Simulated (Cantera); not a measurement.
Charge: 1 mol Si2Cl6, 27 mol NH3, 19 mol H2, at 1000 Pa.

These are equilibrium values from Cantera (NASA tables, ideal gas, pure condensed phases), not measurements of a reactor. Candidate condensed phases: NH4Cl, Si, Si3N4; 28 gas species. The feed counts by its element totals alone. Kinetics and transport are ignored.

Over these rows the condensed part is Si3N4(s). Partial pressures as log10 of bar:

```csv
T (K),1000/T (1/K),log p SiCl2,log p H2,log p N2,log p HCl
1100,0.9091,-7.91,-2.12,-2.79,-3.10
1150,0.8696,?,-2.12,-2.79,-3.10
1200,0.8333,-6.87,-2.12,-2.79,-3.10
1250,0.8000,-6.41,-2.12,-2.79,-3.10
1300,0.7692,-5.99,-2.12,-2.79,-3.10
1350,0.7407,-5.60,-2.12,-2.79,-3.10
```

Question: Fit log p(SiCl2) = a + b·(1000/T) to the five rows, give the apparent enthalpy, and predict the row at 1150 K.

Answer: Means: 1000/T = 0.8105, log p = -6.556. Sxy = -0.232301, Sxx = 0.0169298, so b = -13.72 and a = -6.556 − (-13.72)×0.8105 = 4.56.
Apparent enthalpy: −19.145 × (-13.72) = 263 kJ/mol. With the condensed phases at unit activity, 1/3 Si3N4(s) + 2 HCl(g) = SiCl2(g) + H2(g) + 2/3 N2(g) links this pressure to the main gases: over the six rows their terms move log p by +0.00 in all, so the slope is close to that reaction's ΔH°. The five rows lie within 0.01 of the line.
Prediction at 1150 K: 4.56 + (-13.72)×0.8696 = -7.37. The computed value is -7.37, 0.00 from the line.
